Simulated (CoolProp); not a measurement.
Vapour-liquid equilibrium of propylene (1) + R142b (2) at 0.764 MPa; x and y are mole fractions of (1).

Computed with CoolProp (multi-fluid Helmholtz-energy mixture model, Lemmon 2013 and Lemmon 2006; pair parameters Bell 2016).

Give the bubble temperature and the first vapour's composition at x = 0.05, 0.5, 0.95. Is there an azeotrope?

x = 0.05: 323.7 K, y = 0.123; x = 0.5: 297.6 K, y = 0.744; x = 0.95: 283.7 K, y = 0.978. No azeotrope shows between x = 0.05 and 0.95.

Pair parameters are fitted to limited data, so mixtures are less certain than the pure fluids.
